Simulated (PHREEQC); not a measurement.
**Copper plating or etch bath: an equilibrium model**

Consider water at 80 °C with 50 mmol/kgw Cu(NO3)2 and 0.68 mmol/kgw Na2SO4. Closed to the air; pH follows from the charge balance.

The numbers come from PHREEQC with the ion-association model, phreeqc.dat.

This is a speciation only: nothing precipitates in the calculation.

Question: Predict the pH, specific conductance, density.

Answer: pH 3.75; specific conductance 23100 µS/cm; density 0.979 g/cm³.

Question: In which forms is S present?

Answer: CuSO4 54 %, SO4-2 44 %, HSO4- 1.2 % of the S.

Away from 25 °C the constants follow the database's enthalpies or fits; those with neither stay at their 25 °C values.
